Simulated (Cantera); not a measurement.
A diamond (100) surface in a fixed gas of H2 with x(CH4) = 0.017, x(H) = 0.001, at 1025 K, 0.217 atm; coverages are run to steady state.

Detailed kinetics in Cantera: the Harris–Goodwin 1993 mechanism for the reconstructed diamond (100) surface.

θ: site fractions in the mechanism's names (c6HH fully hydrogenated, c6H* and c6*H radical sites, c6** diradical, c6HM methylated).

```csv
x(CH3),growth (µm/h),θ c6HH,θ c6H*,θ c6*H,θ c6**,θ c6HM
1e-06,0.117,0.579,0.0204,0.389,0.0106,0.000441
2.2e-06,0.256,0.578,0.0204,0.389,0.0106,0.000969
4.8e-06,0.558,0.578,0.0204,0.389,0.0105,0.00211
1e-05,1.16,0.576,0.0203,0.387,0.0105,0.00438
2.3e-05,2.64,0.571,0.0201,0.384,0.0104,0.00998
5e-05,(withheld),0.562,0.0198,0.378,0.0102,(withheld)
0.00011,11.9,0.543,0.0191,0.364,0.00966,0.0450
0.00024,23.9,0.507,0.0178,0.339,0.00873,0.0905
0.00052,(withheld),(withheld),(withheld),(withheld),(withheld),(withheld)
```

**Question.** Fill in the missing entries.

**Answer.** 
- 5e-05, growth (µm/h): 5.63
- 5e-05, θ c6HM: 0.0213
- 0.00052, growth (µm/h): 44.3
- 0.00052, θ c6HH: 0.446
- 0.00052, θ c6H*: 0.0155
- 0.00052, θ c6*H: 0.296
- 0.00052, θ c6**: 0.00718
- 0.00052, θ c6HM: 0.168
